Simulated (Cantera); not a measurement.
An isothermal, constant-pressure homogeneous reactor starts with CH4 : H2 = 0.014 : 1 (molar parts), at 1800 K and 20.0 Torr. Integrator tolerance rtol = 1e-08.

Cantera simulation using GRI-Mech 3.0 (53 species, 325 reactions); the numbers are that mechanism's predictions, not measurements. GRI-Mech 3.0 stops at C3 and has no aromatics, soot or wall deposition, so with more carbon than oxygen in the feed, carbon stays in small species such as C2H2 where larger ones or solid carbon would form. Radical loss at walls, strong at low pressure, is not modelled.

**Question.** What does this change do: pressure from 20.0 Torr to 42.8 Torr?

**Answer.** 
| quantity | before | after |
|---|---|---|
| x(CH4) at 2.00 s | 0.00128 (gas-phase equilibrium 0.000125) | 0.00114 (gas-phase equilibrium 0.000265) |
| x(H2) at 2.00 s | 0.990 (gas-phase equilibrium 0.991) | 0.991 (gas-phase equilibrium 0.992) |
| x(C2H6) at 2.00 s | 9.77e-9 (gas-phase equilibrium 1.41e-10) | 7.66e-9 (gas-phase equilibrium 6.40e-10) |
| x(H) at 2.00 s | 0.00216 (gas-phase equilibrium 0.00220) | 0.00149 (gas-phase equilibrium 0.00150) |
| x(C2H2) at 2.00 s | 0.00614 (gas-phase equilibrium 0.00673) | 0.00622 (gas-phase equilibrium 0.00666) |
| x(CH3) at 2.00 s | 5.64e-5 (gas-phase equilibrium 5.57e-6) | 3.46e-5 (gas-phase equilibrium 8.10e-6) |

**Question.** What does this change do: H2 1 to 2.7 parts?

**Answer.** 
```json
[
 {"quantity": "x(CH4) at 2.00 s", "before": "0.00128 (gas-phase equilibrium 0.000125)", "after": "0.00111 (gas-phase equilibrium 7.67e-5)"},
 {"quantity": "x(H2) at 2.00 s", "before": "0.990 (gas-phase equilibrium 0.991)", "after": "0.995 (gas-phase equilibrium 0.995)"},
 {"quantity": "x(C2H6) at 2.00 s", "before": "9.77e-9 (gas-phase equilibrium 1.41e-10)", "after": "7.27e-9 (gas-phase equilibrium 5.34e-11)"},
 {"quantity": "x(H) at 2.00 s", "before": "0.00216 (gas-phase equilibrium 0.00220)", "after": "0.00217 (gas-phase equilibrium 0.00220)"},
 {"quantity": "x(C2H2) at 2.00 s", "before": "0.00614 (gas-phase equilibrium 0.00673)", "after": "0.00199 (gas-phase equilibrium 0.00252)"},
 {"quantity": "x(CH3) at 2.00 s", "before": "5.64e-5 (gas-phase equilibrium 5.57e-6)", "after": "4.87e-5 (gas-phase equilibrium 3.42e-6)"}
]
```
